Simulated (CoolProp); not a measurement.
Vapour-liquid equilibrium of n-heptane (1) + ethylbenzene (2) at 0.51 MPa; x and y are mole fractions of (1).

Model: multi-fluid Helmholtz-energy mixture model, Span 2003 and Zhou 2012; pair parameters Bell 2016, in CoolProp.

```
x     bubble temperature, mixture model (K)  bubble temperature, Raoult's law (K)  y, mixture model  y, Raoult's law
----  -------------------------------------  ------------------------------------  ----------------  ---------------
0.05                                  477.9                                 478.7             0.109            0.106
0.2                                   467.6                                 469.9             0.361            0.364
0.35                                  459.7                                 462.3             0.538            0.556
0.5                                   453.4                                 455.6             0.673            0.702
0.65                                  448.1                                 449.6             0.784            0.816
0.8                                   443.5                                 444.3             0.881            0.907
0.95                                  439.3                                 439.5             0.971            0.979
```

The largest gap from Raoult's law is -2.6 K in bubble temperature, at x = 0.35. No azeotrope shows between x = 0.05 and 0.95.

The pair parameters rest on a limited set of measurements; away from them the model extrapolates.
